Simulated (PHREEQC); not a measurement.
Acid mine or pickling water: an equilibrium model

Synthetic water in mg/kgw, 25 °C, pH 3.96, pe 12.1:

```csv
constituent,mg/kgw
Na,2280
K,41
Ca,188
Mg,112
Cl,302
S(6) as SO4,5570
Zn,30.2
Al,68.2
Cd,2.56
```

Cl is adjusted to close the charge balance.
Valence states are taken as typed.

Computed with PHREEQC (ion-association model, phreeqc.dat).

Precipitation was switched off in this run.

Predict the ionic strength.

ionic strength 0.155 mol/kgw.

In which forms is Al present?

AlSO4+ 64 %, Al(SO4)2- 28 %, Al+3 7.5 % of the Al.
